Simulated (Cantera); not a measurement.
An adiabatic, constant-pressure homogeneous reactor starts with CH3OH : O2 : N2 = 1 : 2.63 : 9.89 (molar parts), at 1100 K and 10.0 bar. Integrator tolerance rtol = 1e-08.

Detailed kinetics in Cantera: GRI-Mech 3.0 (53 species, 325 reactions). GRI-Mech 3.0 was tuned for natural gas; its chemistry of methanol as a main component is partial and can be far from experiment.

Question: What does this change do: O2 2.63 to 1.2 parts?

Answer: 
| quantity | before | after |
|---|---|---|
| time of steepest temperature rise | 10.6 ms | 10.9 ms |
| temperature at 3.00 s | 2287 K | 2143 K |
| equilibrium temperature | 2287 K | 2143 K |
| x(CH3OH) at 3.00 s | <1e-12 (gas-phase equilibrium <1e-12) | <1e-12 (gas-phase equilibrium <1e-12) |
| x(O2) at 3.00 s | 0.0756 (gas-phase equilibrium 0.0756) | 4.27e-6 (gas-phase equilibrium 4.27e-6) |
| x(H2) at 3.00 s | 0.000312 (gas-phase equilibrium 0.000312) | 0.0169 (gas-phase equilibrium 0.0169) |
| x(OH) at 3.00 s | 0.00361 (gas-phase equilibrium 0.00361) | 0.000175 (gas-phase equilibrium 0.000175) |
| x(CO2) at 3.00 s | 0.0703 (gas-phase equilibrium 0.0703) | 0.0478 (gas-phase equilibrium 0.0478) |

Question: What does this change do: 1.1 parts CO2 added?

Answer: 
| quantity | before | after |
|---|---|---|
| time of steepest temperature rise | 10.6 ms | 10.8 ms |
| temperature at 3.00 s | 2287 K | 2176 K |
| equilibrium temperature | 2287 K | 2176 K |
| x(CH3OH) at 3.00 s | <1e-12 (gas-phase equilibrium <1e-12) | <1e-12 (gas-phase equilibrium <1e-12) |
| x(O2) at 3.00 s | 0.0756 (gas-phase equilibrium 0.0756) | 0.0713 (gas-phase equilibrium 0.0713) |
| x(H2) at 3.00 s | 0.000312 (gas-phase equilibrium 0.000312) | 0.000153 (gas-phase equilibrium 0.000153) |
| x(OH) at 3.00 s | 0.00361 (gas-phase equilibrium 0.00361) | 0.00222 (gas-phase equilibrium 0.00222) |
| x(CO2) at 3.00 s | 0.0703 (gas-phase equilibrium 0.0703) | 0.138 (gas-phase equilibrium 0.138) |
